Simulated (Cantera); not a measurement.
Input (Python, Cantera) and output of one run.

```python
import numpy as np
import cantera as ct

gas_names = """
    CL CLO CL2 O O2 O3 Ti TiCL TiCL2 TiCL3 TiCL4 TiO TiOCL TiOCL2 TiO2
""".split()
cond_names = """
    Ti(a) Ti(b) Ti(L) TiCL2(s) TiCL3(s) TiCL4(L) TiO(a) TiO(b) TiO(L) TiO2(ru) TiO2(L) Ti2O3(a) Ti2O3(b)
    Ti2O3(L) Ti3O5(a) Ti3O5(b) Ti3O5(L) Ti4O7(s) Ti4O7(L)
""".split()


# ... load() reads the species with a 1 bar reference pressure and builds the phases ...
atoms = {
    'TiO2': {'Ti': 1, 'O': 2},
    'Cl2': {'CL': 2},
    'O2': {'O': 2},
}
top_T = {'TiCL2(s)': 1300, 'TiCL3(s)': 1000}  # K; cautious upper limits of use, not melting points


# ... equilibrate(T, P, feed) seeds the gas with the atoms and calls Mixture.equilibrate('TP', solver="vcs", rtol=1e-11, max_steps=5000) ...
results = []
T = 1325  # K
P = 10000  # Pa
for m in [2.8, 5, 7.1, 9.3, 11, 14, 16, 18, 20]:
    feed = {'TiO2': 1, 'Cl2': m, 'O2': 0.32}  # mol
    mix = equilibrate(T, P, feed)
    results.append((T, P, feed, dict(zip(mix.species_names, mix.species_moles))))

top = {s: max(r[3][s] / sum(r[3][g] for g in gas_names) for r in results) for s in gas_names}
cols = sorted((s for s in top if top[s] > 1e-06), key=lambda s: -top[s])[:9]
seen = [c for c in cond_names if any(r[3].get(c, 0) > 1e-12 for r in results)]
print("log10 of partial pressures in bar; condensed amounts in mol")
print(f"{'n(Cl2)':>10s}" + "".join(f"{s[:9]:>10s}" for s in cols + seen))
for T, P, feed, n in results:
    ng = sum(n[g] for g in gas_names)
    print(f"{feed['Cl2']:10.4g}" + "".join(f"{np.log10(max(n[s] / ng * P / 1e5, 1e-99)):10.3f}" for s in cols)
          + "".join(f"{n.get(c, 0):10.4g}" for c in seen))
```

Result:

```
log10 of partial pressures in bar; condensed amounts in mol
    n(Cl2)       CL2        O2        CL     TiCL4       CLO  TiO2(ru)
       2.8    -1.069    -1.996    -2.346    -4.146    -4.845    0.9977
         5    -1.049    -2.222    -2.336    -3.881    -4.948    0.9928
       7.1    -1.042    -2.357    -2.332    -3.731    -5.012    0.9859
       9.3    -1.038    -2.458    -2.330    -3.622    -5.060    0.9765
        11    -1.036    -2.518    -2.329    -3.558    -5.089     0.968
        14    -1.034    -2.599    -2.328    -3.473    -5.129    0.9506
        16    -1.033    -2.641    -2.328    -3.429    -5.149    0.9378
        18    -1.033    -2.676    -2.328    -3.393    -5.166    0.9241
        20    -1.032    -2.706    -2.327    -3.362    -5.181    0.9096
```

Method: chemical equilibrium by Gibbs-energy minimisation in Cantera with the NASA 1993 tables (ideal gas, pure condensed phases).
